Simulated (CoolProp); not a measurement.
Vapour-liquid equilibrium of R125 (1) + R245fa (2) at 5.79 bar; x and y are mole fractions of (1).

The numbers come from the multi-fluid Helmholtz-energy mixture model, Lemmon 2005 and Akasaka 2015; pair parameters Bell 2016 in CoolProp.

Question: Give the bubble temperature and the first vapour's composition at x = 0.35, 0.45, 0.85. Is there an azeotrope?

Answer: x = 0.35: 299.2 K, y = 0.792; x = 0.45: 292.2 K, y = 0.859; x = 0.85: 273.7 K, y = 0.978. No azeotrope shows between x = 0.05 and 0.95.

The pair parameters rest on a limited set of measurements; away from them the model extrapolates.
